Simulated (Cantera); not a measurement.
# Hydrocarbon pyrolysis for carbon deposition

An isothermal, constant-pressure homogeneous reactor starts with C2H6 : N2 = 1 : 13 (molar parts), at 1800 K and 0.133 bar.

Detailed kinetics in Cantera: GRI-Mech 3.0 (53 species, 325 reactions). GRI-Mech 3.0 stops at C3 and has no aromatics, soot or wall deposition, so with more carbon than oxygen in the feed, carbon stays in small species such as C2H2 where larger ones or solid carbon would form.

```
t (s)       x C2H6   x C2H2    x C2H    x C2H4     x CH4
--------  --------  -------  -------  --------  --------
2.00e-5     0.0516  7.98e-5  2.52e-8   0.00550   0.00213
8.60e-5    0.00670   0.0127  3.59e-6    0.0291    0.0161
0.000369   9.96e-5   0.0443  2.92e-6   0.00889    0.0191
0.00159    1.53e-5   0.0536  1.38e-6   0.00110    0.0168
0.00682    5.92e-6   0.0561  1.07e-6  0.000206    0.0135
0.0293     1.96e-6   0.0590  1.20e-6   7.79e-5   0.00736
0.126      1.94e-7   0.0615  1.41e-6   2.84e-5   0.00209
0.541      9.86e-9   0.0622  1.51e-6   2.42e-5  0.000447
2.33      8.61e-10   0.0624  1.53e-6   2.41e-5  0.000119
10.0      5.00e-10   0.0624  1.53e-6   2.41e-5   8.24e-5
```
x: mole fraction; the columns are a selection and need not sum to one.

Equilibrium at this temperature and pressure: C2H6 1.84e-10, C2H2 0.0222, C2H 5.42e-7, C2H4 8.56e-6, CH4 5.05e-5 (gas phase only).
